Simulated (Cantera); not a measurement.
Hydrocarbon pyrolysis for carbon deposition

An isothermal, constant-pressure homogeneous reactor starts with 6.67 % C₂H₆, 93.3 % H₂, at 1225 K and 77000 Pa.

Model: GRI-Mech 3.0 (53 species, 325 reactions), integrated in Cantera. GRI-Mech 3.0 stops at C3 and has no aromatics, soot or wall deposition, so with more carbon than oxygen in the feed, carbon stays in small species such as C2H2 where larger ones or solid carbon would form.

```
t (s)       x C₂H₆   x H₂    x C₂H₂    x C₂H₄     x CH₄
--------  --------  -----  --------  --------  --------
4.00e-6     0.0667  0.933    <1e-12   6.52e-8   4.95e-7
1.41e-5     0.0667  0.933    <1e-12   2.09e-6   3.23e-6
4.94e-5     0.0666  0.933  2.09e-10   3.72e-5   1.47e-5
0.000174    0.0661  0.933   3.21e-8  0.000479   9.22e-5
0.000611    0.0618  0.933   2.45e-6   0.00404  0.000992
0.00215     0.0465  0.932   5.02e-5    0.0165   0.00479
0.00754     0.0194  0.930  0.000467    0.0379    0.0124
0.0265     0.00476  0.927   0.00196    0.0469    0.0194
0.0932     0.00316  0.923   0.00451    0.0418    0.0276
0.328      0.00244  0.914   0.00591    0.0327    0.0452
1.15       0.00161  0.898   0.00420    0.0218    0.0741
4.05      0.000769  0.882   0.00204    0.0106     0.105
14.2      0.000219  0.871  0.000601   0.00312     0.125
50.0       3.05e-5  0.867   8.19e-5  0.000432     0.132
```
x: mole fraction; the columns are a selection and need not sum to one.

Equilibrium at this temperature and pressure: C₂H₆ 1.82e-5, H₂ 0.867, C₂H₂ 4.40e-5, C₂H₄ 0.000241, CH₄ 0.133 (gas phase only).
